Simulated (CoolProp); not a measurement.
Acetone along the isotherm 546.9 K: Z from the reference equation and from simpler models built on Tc = 508.1 K, pc = 46.92 bar, ω = 0.307; each cubic takes its own stable root.

The numbers come from the reference Helmholtz-energy equation of state, Lemmon 2006 in CoolProp. It is a short technical equation, of lower accuracy than the large ones.

```csv
p (bar),phase,reference
31.3,gas,0.7786
62.6,supercritical,0.4865
93.8,supercritical,0.3152
125,supercritical,0.3607
156,supercritical,0.4187
188,supercritical,0.4803
219,supercritical,0.5400
250,supercritical,0.5991
282,supercritical,0.6594
313,supercritical,0.7172
344,supercritical,0.7743
375,supercritical,0.8307
407,supercritical,0.8884
438,supercritical,0.9437
469,supercritical,0.9985
```

Question: How far does each simpler model (van der Waals, Redlich-Kwong, Soave-Redlich-Kwong, Peng-Robinson) lie from the reference over these 15 states: mean and median of the absolute difference, and the worst?

Answer: 
- van der Waals: mean 47.2 %, median 54.3 %, worst +56.4 % at 546.9 K and 469 bar
- Redlich-Kwong: mean 21.2 %, median 23.0 %, worst +28.5 % at 546.9 K and 125 bar
- Soave-Redlich-Kwong: mean 24.7 %, median 25.0 %, worst +38.2 % at 546.9 K and 93.8 bar
- Peng-Robinson: mean 13.8 %, median 12.9 %, worst +27.4 % at 546.9 K and 93.8 bar
